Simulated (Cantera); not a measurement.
Charge: 1 mol B₂O₃, 1.4 mol N₂, 3.5 mol H₂, held at 2175 °C and 0.0100 bar.

These are equilibrium values from Cantera (NASA tables, ideal gas, pure condensed phases), not measurements of a reactor. Candidate condensed phases: B, BN, B₂O₃, B₃O₃H₃, H₂O; 39 gas species. Rates play no part.

Base state: H₂ 0.393, N₂ 0.211, H 0.125, BO 0.0891, HBO₂ 0.0736, B₂O₃ 0.0496, HBO 0.0279, H₂O 0.0205 (mole fractions); condensed: gas only.

**Question.** What changes in the equilibrium state with this change: temperature from 2175 °C to 1577 °C?

**Answer.** 
| species | before | after |
|---|---|---|
| H₂ | 0.393 | 0.537 |
| N₂ | 0.211 | 0.236 |
| B₂O₃ | 0.0496 | 0.108 |
| H | 0.125 | 0.00395 |
| BO | 0.0891 | 0.00483 |
| H₂O | 0.0205 | 0.00254 |
| HBO | 0.0279 | 0.0389 |
| HBO₂ | 0.0736 | 0.0582 |
| O | 0.000267 | 7.73e-9 |
| NO | 5.67e-5 | 2.35e-8 |
| OH | 0.00127 | 1.38e-6 |
